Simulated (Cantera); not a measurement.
Charge: 1 mol PH₃, 0.89 mol H₂O, 0.053 mol O₂, equilibrated at 2100 Pa.

Equilibrium computed with Cantera from the NASA thermochemical tables; the gas is ideal and each condensed phase is pure. Candidate condensed phases: H₂O, P, P₄O₁₀; 17 gas species. Gases not in the tables: HPO₂, HPO₃ and P₄O₆. Rates play no part. All values below are at 2048 K.

Base state: H₂ 0.645, PO 0.156, H₂O 0.0930, P₂ 0.0619, PO₂ 0.0306, H 0.0124, P 0.00101, OH 0.000195 (mole fractions); condensed: gas only.

Problem. What changes in the equilibrium state with this change: PH₃ replaced by HF?

Solution. 
| species | before | after |
|---|---|---|
| HF | 0 | 0.511 |
| H₂O | 0.0930 | 0.442 |
| O₂ | 1.67e-7 | 0.0284 |
| H₂ | 0.645 | 0.00745 |
| PO | 0.156 | 0 |
| P₂ | 0.0619 | 0 |
| PO₂ | 0.0306 | 0 |
| H | 0.0124 | 0.00133 |
| P | 0.00101 | 0 |
| PH | 0.000151 | 0 |
| F | 0 | 4.55e-5 |

Problem. What changes in the equilibrium state with this change: O₂ from 0.053 to 3.2 mol?

Solution. 
```csv
species,before,after
H₂O,0.0930,0.479
O₂,1.67e-7,0.293
PO₂,0.0306,0.204
H₂,0.645,0.00251
P₂,0.0619,<1e-9
PO,0.156,0.000785
OH,0.000195,0.0161
H,0.0124,0.000774
P,0.00101,3.84e-9
PH,0.000151,<1e-9
O,2.71e-6,0.00358
```
